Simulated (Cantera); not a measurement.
A closed system holds: 1 mol Si, 3.9 mol SF6, 5.9 mol N2, held at 1475 K and 2.00 Pa.

Method: chemical equilibrium by Gibbs-energy minimisation in Cantera with the NASA 1993 tables (ideal gas, pure condensed phases). Candidate condensed phases: S, Si, Si3N4; 29 gas species. The tables' values for SF3, S2F2 (SSF2) are old estimates; treat these amounts as uncertain. Rates play no part.

Base state: F 0.518, N2 0.264, SF2 0.166, SiF4 0.0447, SF3 0.00356, SF 0.00211, SF4 0.000805, S2F2 (SSF2) 0.000738 (mole fractions); condensed: gas only.

**Question.** What changes in the equilibrium state with this change: temperature from 1475 K to 1623.15 K?

**Answer.** 
```json
[
 {"species": "F", "before": "0.518", "after": "0.597"},
 {"species": "N2", "before": "0.264", "after": "0.235"},
 {"species": "SF2", "before": "0.166", "after": "0.0783"},
 {"species": "S2", "before": "7.90e-5", "after": "0.0258"},
 {"species": "SF", "before": "0.00211", "after": "0.0162"},
 {"species": "SiF4", "before": "0.0447", "after": "0.0399"},
 {"species": "SF4", "before": "0.000805", "after": "4.91e-6"},
 {"species": "S", "before": "6.02e-5", "after": "0.00548"},
 {"species": "SF3", "before": "0.00356", "after": "0.000235"},
 {"species": "FS2F (FSSF)", "before": "4.97e-6", "after": "2.06e-5"},
 {"species": "S2F2 (SSF2)", "before": "0.000738", "after": "0.00187"}
]
```
The tables' values for S2F2 (SSF2), SF3, FS2F (FSSF) are old estimates; treat these amounts as uncertain.
